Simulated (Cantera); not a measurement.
An adiabatic, constant-pressure homogeneous reactor starts with H₂ : O₂ : N₂ = 1 : 0.735 : 2.76 (molar parts), equivalence ratio 0.68, at 1350 K and 7.99 atm. Integrator tolerance rtol = 1e-08.

Detailed kinetics in Cantera: GRI-Mech 3.0 (53 species, 325 reactions). The hydrogen kinetics of GRI-Mech 3.0 are dated; newer H2 mechanisms differ, most at raised pressure.

What does this change do: N2 2.76 to 3.5 parts?


| quantity | before | after |
|---|---|---|
| time of steepest temperature rise | 3.69 µs | 4.31 µs |
| temperature at 0.100 s | 2732 K | 2589 K |
| equilibrium temperature | 2732 K | 2589 K |
| x(H₂) at 0.100 s | 0.00620 (gas-phase equilibrium 0.00620) | 0.00313 (gas-phase equilibrium 0.00313) |
| x(O₂) at 0.100 s | 0.0483 (gas-phase equilibrium 0.0483) | 0.0419 (gas-phase equilibrium 0.0419) |
| x(NO) at 0.100 s | 0.0149 (gas-phase equilibrium 0.0149) | 0.0115 (gas-phase equilibrium 0.0115) |
| x(HO₂) at 0.100 s | 2.12e-5 (gas-phase equilibrium 2.12e-5) | 1.27e-5 (gas-phase equilibrium 1.27e-5) |
| x(O) at 0.100 s | 0.00320 (gas-phase equilibrium 0.00320) | 0.00160 (gas-phase equilibrium 0.00160) |
| x(NO₂) at 0.100 s | 1.45e-5 (gas-phase equilibrium 1.45e-5) | 1.19e-5 (gas-phase equilibrium 1.19e-5) |

What does this change do: pressure from 7.99 atm to 0.286 atm?


| quantity | before | after |
|---|---|---|
| time of steepest temperature rise | 3.69 µs | 77.6 µs |
| temperature at 0.100 s | 2732 K | 2570 K |
| equilibrium temperature | 2732 K | 2570 K |
| x(H₂) at 0.100 s | 0.00620 (gas-phase equilibrium 0.00620) | 0.0147 (gas-phase equilibrium 0.0147) |
| x(O₂) at 0.100 s | 0.0483 (gas-phase equilibrium 0.0483) | 0.0503 (gas-phase equilibrium 0.0503) |
| x(NO) at 0.100 s | 0.0149 (gas-phase equilibrium 0.0149) | 0.0117 (gas-phase equilibrium 0.0117) |
| x(HO₂) at 0.100 s | 2.12e-5 (gas-phase equilibrium 2.12e-5) | 6.26e-6 (gas-phase equilibrium 6.26e-6) |
| x(O) at 0.100 s | 0.00320 (gas-phase equilibrium 0.00320) | 0.00848 (gas-phase equilibrium 0.00848) |
| x(NO₂) at 0.100 s | 1.45e-5 (gas-phase equilibrium 1.45e-5) | 2.56e-6 (gas-phase equilibrium 2.56e-6) |
